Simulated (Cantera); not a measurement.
An adiabatic, constant-pressure homogeneous reactor starts with 10.3 % H2, 8.16 % O2, 81.6 % N2, at 1450 K and 3750 Torr.

Model: GRI-Mech 3.0 (53 species, 325 reactions), integrated in Cantera. The hydrogen kinetics of GRI-Mech 3.0 are dated; newer H2 mechanisms differ, most at raised pressure.

Predict: time of steepest temperature rise; temperature at 4.00 s; equilibrium temperature; x(H2) at 4.00 s; x(O2) at 4.00 s; x(O) at 4.00 s; x(NO2) at 4.00 s; x(HO2) at 4.00 s; x(OH) at 4.00 s.


```
Quantity                                                               Value
---------------------------------  -----------------------------------------
time of steepest temperature rise                                    7.09 µs
temperature at 4.00 s                                                 2157 K
equilibrium temperature                                               2157 K
x(H2) at 4.00 s                    0.000244 (gas-phase equilibrium 0.000244)
x(O2) at 4.00 s                        0.0292 (gas-phase equilibrium 0.0292)
x(O) at 4.00 s                     0.000157 (gas-phase equilibrium 0.000157)
x(NO2) at 4.00 s                     5.02e-6 (gas-phase equilibrium 5.02e-6)
x(HO2) at 4.00 s                     1.79e-6 (gas-phase equilibrium 1.79e-6)
x(OH) at 4.00 s                      0.00176 (gas-phase equilibrium 0.00176)
```
